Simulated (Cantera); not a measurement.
Charge: 1 mol borazine, 3.3 mol H2O, 0.35 mol H2, equilibrated at 40.0 Pa.

Method: chemical equilibrium by Gibbs-energy minimisation in Cantera with the NASA 1993 tables (ideal gas, pure condensed phases). Candidate condensed phases: B, BN, B2O3, B3O3H3, H2O; 39 gas species. The feed counts by its element totals alone. Rates play no part.

Problem. At 1573 K, list the 6 most abundant gas species with their mole fractions, and the condensed phases.

Solution. H2 0.682, N2 0.139, B2O3 0.0659, HBO 0.0609, B2O2 0.0336, HBO2 0.0139. Condensed: BN(s).
